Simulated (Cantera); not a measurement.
An isothermal, constant-pressure homogeneous reactor starts with 74.6 % NH3, 25.4 % N2, at 1600 K and 36000 Pa.

Detailed kinetics in Cantera: the gas-phase N/H chemistry of the illustrative SiF4/NH3 mechanism in the Surface Chemkin manual (1991). Walls and surfaces, which speed up NH3 decomposition in real reactors, are not modelled.

### Question
Predict: x(NH3) at 60.0 s; x(N2) at 60.0 s; x(H) at 60.0 s; x(N2H4) at 60.0 s; x(H2) at 60.0 s.

### Answer
- x(NH3) at 60.0 s = 0.0761 (gas-phase equilibrium 5.10e-6)
- x(N2) at 60.0 s = 0.348 (gas-phase equilibrium 0.359)
- x(H) at 60.0 s = 5.36e-5 (gas-phase equilibrium 7.30e-5)
- x(N2H4) at 60.0 s = 2.86e-9 (gas-phase equilibrium <1e-12)
- x(H2) at 60.0 s = 0.576 (gas-phase equilibrium 0.641)
